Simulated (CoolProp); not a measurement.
2000 sccm (0 °C, 1 atm) of nitrogen bubbles through liquid toluene at 305.3 K and leaves saturated at a total pressure of 0.118 MPa (ideal gas phase). Each further row changes one setting.

Computed with CoolProp (reference Helmholtz-energy equation of state, Lemmon 2006). It is a short technical equation, of lower accuracy than the large ones.

| case | vapour pressure (kPa) | mole fraction of vapour | delivery (mg/min) | delivery (sccm) | change of delivery for a bath 1 K warmer (%) |
|---|---|---|---|---|---|
| as stated | 5.44 | 0.0461 | 397 | 96.7 | 5.2 |
| bath temperature 310.3 K | 6.91 | 0.0586 | 512 | 124 | 5.1 |
| total pressure 0.236 MPa | 5.44 | 0.0231 | 194 | 47.2 | 5.1 |
